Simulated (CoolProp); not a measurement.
Saturation properties of nitrogen.

Model: reference Helmholtz-energy equation of state, Span 2000, in CoolProp.

```
T (°C)   p (kPa)  liquid density (kg/m³)  liquid cp (kJ/(kg K))  liquid viscosity (µPa s)
-------  -------  ----------------------  ---------------------  ------------------------
-202.25    43.90                   834.6                  2.017                       211
-200.35    57.10                   826.4                  2.023                       194
-198.35    74.14                   817.6                  2.030                       178
-196.35    94.86                   808.6                  2.039                       164
-194.35    119.7                   799.5                  2.049                       152
-192.35    149.3                   790.2                  2.060                       141
-190.35    184.0                   780.8                  2.074                       131
-188.35    224.5                   771.1                  2.089                       122
-186.35    271.2                   761.3                  2.107                       114
-184.45    321.9                   751.7                  2.126                       107
-182.45    382.5                   741.4                  2.149                       101
-180.45    451.1                   730.8                  2.176                      94.4
-178.45    528.2                   719.9                  2.208                      88.8
-176.45    614.4                   708.7                  2.244                      83.6
-174.45    710.4                   697.1                  2.286                      78.7
```

It boils at -195.8 °C under 1 atm.

Viscosity comes from a separate model (Lemmon 2004).
